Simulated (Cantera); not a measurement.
## Hydrocarbon pyrolysis for carbon deposition

An isothermal, constant-pressure homogeneous reactor starts with 3.85 % C2H6, 96.2 % H2, at 1575 K and 3.38 Torr.

Computed with Cantera and GRI-Mech 3.0 (53 species, 325 reactions). GRI-Mech 3.0 stops at C3 and has no aromatics, soot or wall deposition, so with more carbon than oxygen in the feed, carbon stays in small species such as C2H2 where larger ones or solid carbon would form. Radical loss at walls, strong at low pressure, is not modelled.

| t (s) | x C2H6 | x H2 | x C2H | x CH2 | x H | x C2H2 |
|---|---|---|---|---|---|---|
| 2.00e-5 | 0.0384 | 0.961 | <1e-12 | 1.50e-10 | 7.89e-6 | <1e-12 |
| 5.97e-5 | 0.0382 | 0.961 | <1e-12 | 4.20e-9 | 5.60e-5 | 9.43e-11 |
| 0.000178 | 0.0373 | 0.960 | <1e-12 | 9.53e-8 | 0.000309 | 3.47e-8 |
| 0.000532 | 0.0325 | 0.958 | 3.07e-11 | 1.27e-6 | 0.00104 | 9.78e-6 |
| 0.00159 | 0.0128 | 0.944 | 4.99e-9 | 6.11e-6 | 0.00279 | 0.000580 |
| 0.00474 | 0.000111 | 0.935 | 6.52e-8 | 5.11e-6 | 0.00352 | 0.00592 |
| 0.0141 | 1.92e-5 | 0.937 | 7.35e-8 | 2.28e-6 | 0.00208 | 0.0113 |
| 0.0422 | 1.18e-5 | 0.939 | 5.85e-8 | 1.09e-6 | 0.00133 | 0.0141 |
| 0.126 | 6.78e-6 | 0.940 | 4.07e-8 | 4.88e-7 | 0.000850 | 0.0154 |
| 0.376 | 3.58e-6 | 0.942 | 2.78e-8 | 2.05e-7 | 0.000539 | 0.0166 |
| 1.12 | 2.30e-6 | 0.944 | 2.44e-8 | 1.27e-7 | 0.000434 | 0.0181 |
| 3.35 | 1.61e-6 | 0.947 | 2.90e-8 | 1.11e-7 | 0.000442 | 0.0212 |
| 10.0 | 7.23e-7 | 0.953 | 3.92e-8 | 8.53e-8 | 0.000483 | 0.0265 |
x: mole fraction; the columns are a selection and need not sum to one.

Equilibrium at this temperature and pressure: C2H6 4.62e-10, H2 0.964, C2H 6.61e-8, CH2 2.34e-9, H 0.000612, C2H2 0.0355 (gas phase only).
